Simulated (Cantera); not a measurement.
Ignition delay

Mixture: CH4 : O2 : N2 : H2O = 1 : 1.33 : 3.47 : 0.15 (molar parts), equivalence ratio 1.5, at 9.60 bar, adiabatic and at constant pressure. Ignition delay is the time to a rise of 400 K.

Model: GRI-Mech 3.0 (53 species, 325 reactions), integrated in Cantera.

```
T0 (K)  delay (ms)
------  ----------
1300          1.43
1375         0.633
1450         0.294
1525         0.142
1600        0.0716
```

The apparent activation energy between 1450 and 1600 K comes out as 180 kJ/mol.
